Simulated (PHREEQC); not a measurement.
Make-up at 50 °C: 0.0017 mol HF and 0.12 mol (CH3)4NF per kg of water. Closed to the air; pH follows from the charge balance.

Computed with PHREEQC (ion-association model, phreeqc.dat).

This is a speciation only: nothing precipitates in the calculation.

Problem. What pH does the model give?

Solution. pH 5.27.

(CH3)4N+ isn't in the database: it is added as a free cation with an ion size of 4 Å. Away from 25 °C the constants follow the database's enthalpies or fits; those with neither stay at their 25 °C values.
